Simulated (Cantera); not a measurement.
CH3OH + H2O + N2 (carbon deposition, reforming and gasification)

Charge: 1 mol CH3OH, 0.41 mol H2O, 26 mol N2, held at 1598 K and 2800000 Pa.

These are equilibrium values from Cantera (NASA tables, ideal gas, pure condensed phases), not measurements of a reactor. Candidate condensed phases: C, C6H6, C7H8, C8H18, H2O; 136 gas species. The numbers say what is thermodynamically allowed, not how fast it happens.

x(N2): 0.884
x(H2): 0.0698
x(CO): 0.0321
x(H2O): 0.0121
x(CO2): 0.00186
x(NH3): 2.28e-5
x(H): 2.66e-6
x(HCN): 2.31e-6
x(CH4): 1.03e-6
gas amount: 29.41 mol
log10 activity of C(graphite) (absent): -2.34
